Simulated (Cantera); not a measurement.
A closed system holds: 1 mol n-butane, 2.4 mol NH3, equilibrated at 975 K and 0.290 bar.

Equilibrium computed with Cantera from the NASA thermochemical tables; the gas is ideal and each condensed phase is pure. Candidate condensed phases: C, C6H6, C7H8, C8H18; 92 gas species. Equilibrium is a limit: real reactors are often held back by kinetics, nucleation or transport.

Base state: H2 0.848, N2 0.126, CH4 0.0262, NH3 5.54e-5 (mole fractions); condensed: C(graphite).

Question: What changes in the equilibrium state with this change: NH3 from 2.4 to 0.27 mol?

Answer: 
```json
[
 {"species": "H2", "before": "0.848", "after": "0.942"},
 {"species": "CH4", "before": "0.0262", "after": "0.0324"},
 {"species": "N2", "before": "0.126", "after": "0.0251"},
 {"species": "NH3", "before": "5.54e-5", "after": "2.90e-5"},
 {"species": "C(graphite), mol", "before": "3.75", "after": "3.83"}
]
```
